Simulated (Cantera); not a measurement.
A closed system holds: 1 mol Pb, 73 mol H2, at 1223.15 K and 0.0750 Torr.

Equilibrium computed with Cantera from the NASA thermochemical tables; the gas is ideal and each condensed phase is pure. Candidate condensed phases: Pb; 4 gas species. Rates play no part.

Task: What is the equilibrium state?

Result: 
| Item | Value |
|---|---|
| x(H2) | 0.986 |
| x(Pb) | 0.0135 |
| x(H) | 2.99e-5 |
| gas amount | 74.00 mol |
| log10 activity of Pb(l) (absent) | -2.83 |
